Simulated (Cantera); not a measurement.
Feed: 1 mol B2O3, 0.26 mol O2, 0.85 mol N2, equilibrated at 43.0 Pa.

Equilibrium computed with Cantera from the NASA thermochemical tables; the gas is ideal and each condensed phase is pure. Candidate condensed phases: B, BN, B2O3; 17 gas species. Kinetics and transport are ignored.

At 1798 K, list the 5 most abundant gas species with their mole fractions, and the condensed phases.

B2O3 0.450, N2 0.397, O2 0.110, BO2 0.0383, NO 0.00213. Condensed: gas only.
